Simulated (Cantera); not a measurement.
Mixture: 14.8 % CH₃OH, 17.0 % O₂, 64.2 % N₂, 3.99 % CO₂, at 4.93 atm, adiabatic and at constant volume. Ignition delay is the time to a rise of 400 K.

Detailed kinetics in Cantera: GRI-Mech 3.0 (53 species, 325 reactions). GRI-Mech 3.0 was tuned for natural gas; its chemistry of methanol as a main component is partial and can be far from experiment.

### Question
Predict: delay at 1125 K; delay at 1225 K; delay at 1325 K; delay at 1425 K; delay at 1525 K; apparent activation energy between 1425 and 1525 K.

### Answer
| Quantity | Result |
|---|---|
| delay at 1125 K | 8.86 ms |
| delay at 1225 K | 1.52 ms |
| delay at 1325 K | 0.347 ms |
| delay at 1425 K | 0.101 ms |
| delay at 1525 K | 35.7 µs |
| apparent activation energy between 1425 and 1525 K | 190 kJ/mol |
